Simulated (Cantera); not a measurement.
Cantera run:

```python
import numpy as np
import cantera as ct

gas_names = """
    CL CL2 H HCL H2 N NH NH2 NH3 N2 N2H2 N2H4 Si SiCL SiCL2 SiCL3 SiCL4 SiH SiHCL3 SiH2 SiH2CL2 SiH3
    SiH3CL SiH4 SiN Si2 Si2N Si3
""".split()
cond_names = """
    NH4CL(a) NH4CL(b) Si(cr) Si(L) Si3N4(a)
""".split()


# ... load() reads the species with a 1 bar reference pressure and builds the phases ...
atoms = {
    'SiHCl3': {'Si': 1, 'H': 1, 'CL': 3},
    'Cl2': {'CL': 2},
    'N2': {'N': 2},
}
top_T = {'Si3N4(a)': 2400}  # K; cautious upper limits of use, not melting points


# ... equilibrate(T, P, feed) seeds the gas with the atoms and calls Mixture.equilibrate('TP', solver="vcs", rtol=1e-11, max_steps=5000) ...
results = []
feed = {'SiHCl3': 1, 'Cl2': 0.034, 'N2': 220}  # mol
T = 1575  # K
P = 1800  # Pa
mix = equilibrate(T, P, feed)
results.append((T, P, feed, dict(zip(mix.species_names, mix.species_moles))))
x = sorted(zip(gas.X, gas.species_names), reverse=True)
print(f"T = {T:g} K  P = {P:g} Pa  gas = {mix.phase_moles(0):.4g} mol")
print("   x: " + "  ".join(f"{s} {v:.3e}" for v, s in x if v > 1e-05))
print("   condensed (mol): " + ("  ".join(f"{mix.phase(i).name} {mix.phase_moles(i):.4g}"
      for i in range(1, mix.n_phases) if mix.phase_moles(i) > 1e-12) or "none"))
```

It prints:

```
T = 1575 K  P = 1800 Pa  gas = 222 mol
   x: N2 9.910e-01  HCL 4.250e-03  SiCL2 4.105e-03  SiCL3 3.293e-04  H2 1.253e-04  CL 9.345e-05  SiCL4 6.911e-05
   condensed (mol): none
```

Method: chemical equilibrium by Gibbs-energy minimisation in Cantera with the NASA 1993 tables (ideal gas, pure condensed phases). The tables' values for SiCl3 are old estimates; treat these amounts as uncertain.
